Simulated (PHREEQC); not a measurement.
Make-up at 25 °C: 0.13 mol/kgw (NH4)2SiF6, 0.00014 mol/kgw NH4HF2, 0.0001 mol/kgw H4SiO4 and 5.6e-05 mol/kgw HCl. Closed to the air; pH follows from the charge balance.

The numbers come from PHREEQC with the ion-association model, phreeqc.dat.

```yaml
pH: 3.06
ionic_strength: 0.391 mol/kgw
activity_of_water: 0.993
density: 1.010 g/cm³
total_alkalinity: -520 meq/kg
```

| species | molality | activity | log γ |
|---|---|---|---|
| NH4+ | 0.260 | 0.160 | -0.211 |
| SiF6-2 | 0.129 | 0.0303 | -0.629 |
| F- | 0.00276 | 0.00180 | -0.185 |
| HF | 0.00217 | 0.00237 | 0.039 |
| H+ | 0.00113 | 0.000877 | -0.112 |
| H4SiO4 | 0.000882 | 0.000965 | 0.039 |
| Cl- | 5.60e-5 | 3.73e-5 | -0.176 |
| HF2- | 2.24e-5 | 1.64e-5 | -0.136 |
| NH3 | 9.51e-8 | 1.04e-7 | 0.039 |

Precipitation was switched off in this run. Examples of supersaturated solids here: Quartz (slow to form), Chalcedony (slow to form). Others may be too. SiF6-2 is the database's only silicon fluoride.
